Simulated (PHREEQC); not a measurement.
0.11 g of hydrous ferric oxide (600 m²/g; 0.2 weak and 0.005 strong sites per Fe, Dzombak-Morel constants, diffuse double layer) in 1 kg of water with 0.1 mol/kgw of an inert sodium salt and 0.0021 mmol/kgw Na2SeO4, at 25 °C; the pH is set by adding NaOH or the inert anion's acid. O2 is buffered at 0.21 atm. CO2 from the air is kept out. Nothing may precipitate in this run.

The series has 17 steps of pH, from 4 to 10.

Equilibrium calculation in PHREEQC: ion-association model, wateq4f.dat.

Q: Near which pH is half of the Se sorbed, and on which side is more sorbed?

A: Near pH 5.8, with more sorbed at lower pH.

Species that the database lacks are ignored.
